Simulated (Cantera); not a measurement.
Charge: 1 mol (CH₃)₂SiCl₂, 2.9 mol HCl, 410 mol H₂, held at 852 °C and 0.800 bar.

Method: chemical equilibrium by Gibbs-energy minimisation in Cantera with the NASA 1993 tables (ideal gas, pure condensed phases). Candidate condensed phases: C, C₆H₆, C₇H₈, C₈H₁₈, Si, SiC; 109 gas species. The feed counts by its element totals alone. The numbers say what is thermodynamically allowed, not how fast it happens.

Base state: H₂ 0.986, HCl 0.0116, CH₄ 0.00245, SiHCl₃ 2.29e-5, SiCl₄ 1.55e-5 (mole fractions); condensed: SiC(s).

Problem. What changes in the equilibrium state with this change: temperature from 852 °C to 1327 °C?

Solution. 
```
species            before    after
----------------  -------  -------
H₂                  0.986    0.987
HCl                0.0116   0.0118
CH₄               0.00245  0.00127
SiHCl₃            2.29e-5  3.16e-8
C₂H₂ (acetylene)    <1e-9  2.71e-5
SiCl₄             1.55e-5  2.61e-9
H                 4.93e-8  6.04e-5
SiC(s), mol         0.980    0.998
C(graphite), mol        0    0.447
```
